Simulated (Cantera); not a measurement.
Feed: 1 mol Cu2O, 0.83 mol CH4, 1.9 mol N2, at 10.0 Pa.

These are equilibrium values from Cantera (NASA tables, ideal gas, pure condensed phases), not measurements of a reactor. Candidate condensed phases: C, C6H6, C7H8, C8H18, Cu, CuO, Cu(OH)2, Cu2O, H2O; 139 gas species. Rates play no part.

Q: At 1400 K, list the 6 most abundant gas species with their mole fractions, and the condensed phases.

A: N2 0.427, H2 0.342, CO 0.179, H2O 0.0308, Cu 0.0135, CO2 0.00742. Condensed: Cu(l).
